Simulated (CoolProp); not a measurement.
Methane along the isotherm -60.45 °C: Z from the reference equation and from simpler models built on Tc = -82.6 °C, pc = 4.599 MPa, ω = 0.011; each cubic takes its own stable root.

Model: reference Helmholtz-energy equation of state, Setzmann 1991, in CoolProp.

```json
[
 {"p (MPa)": "0.145", "phase": "gas", "reference": "0.9924"},
 {"p (MPa)": "0.259", "phase": "gas", "reference": "0.9864"},
 {"p (MPa)": "0.46", "phase": "gas", "reference": "0.9756"},
 {"p (MPa)": "0.818", "phase": "gas", "reference": "0.9561"},
 {"p (MPa)": "1.45", "phase": "gas", "reference": "0.9206"},
 {"p (MPa)": "2.59", "phase": "gas", "reference": "0.8520"},
 {"p (MPa)": "4.6", "phase": "supercritical", "reference": "0.7116"},
 {"p (MPa)": "8.18", "phase": "supercritical", "reference": "0.4282"},
 {"p (MPa)": "14.5", "phase": "supercritical", "reference": "0.4973"},
 {"p (MPa)": "25.9", "phase": "supercritical", "reference": "0.7568"},
 {"p (MPa)": "46", "phase": "supercritical", "reference": "1.197"}
]
```

**Question.** How far does each simpler model (van der Waals, Redlich-Kwong, Soave-Redlich-Kwong, Peng-Robinson) lie from the reference over these 11 states: mean and median of the absolute difference, and the worst?

**Answer.** 
- van der Waals: mean 7.7 %, median 0.4 %, worst +27.7 % at -60.45 °C and 46 MPa
- Redlich-Kwong: mean 1.7 %, median 0.2 %, worst +8.4 % at -60.45 °C and 8.18 MPa
- Soave-Redlich-Kwong: mean 1.8 %, median 0.1 %, worst +9.1 % at -60.45 °C and 8.18 MPa
- Peng-Robinson: mean 2.7 %, median 1.5 %, worst -9.6 % at -60.45 °C and 46 MPa
